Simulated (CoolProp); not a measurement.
A single-stage vapour-compression cycle with the fluid: evaporating at 276.15 K (dew point), condensing at 339.15 K (bubble point), superheat 0 K, subcooling 5 K, compressor efficiency 0.6, no pressure losses. The same conditions are run with several fluids, on thermodynamics alone (safety and materials aside).

Model: reference Helmholtz-energy equation of state of each fluid (fluoroethane (R161): Wu 2012; CH2F2 (R32): Tillner-Roth 1997; the fluoroketone C6F12O (FK-5-1-12): McLinden 2015; isobutene: Lemmon 2005; R236FA: Pan 2012; cyclopentane: Gedanitz 2015), in CoolProp.

Question: Rank fluoroethane (R161), CH2F2 (R32), the fluoroketone C6F12O (FK-5-1-12), isobutene, R236FA, cyclopentane by cooling COP, highest first.

Answer: cyclopentane (2.23), isobutene (1.99), fluoroethane (R161) (1.91), R236FA (1.79), CH2F2 (R32) (1.72), the fluoroketone C6F12O (FK-5-1-12) (1.39)

| fluid | pressure ratio | discharge temperature (K) | refrigerating effect (kJ/kg) | volumetric capacity (kJ/m³) |
|---|---|---|---|---|
| fluoroethane (R161) | 5.12 | 387.0 | 238 | 2680 |
| CH2F2 (R32) | 5.01 | 417.0 | 193 | 4700 |
| the fluoroketone C6F12O (FK-5-1-12) | 12.1 | 339.1 | 36.4 | 74.2 |
| isobutene | 6.09 | 359.6 | 241 | 919 |
| R236FA | 7.31 | 345.0 | 84.1 | 715 |
| cyclopentane | 10.4 | 383.6 | 314 | 159 |

The compression ends wet for: the fluoroketone C6F12O (FK-5-1-12).
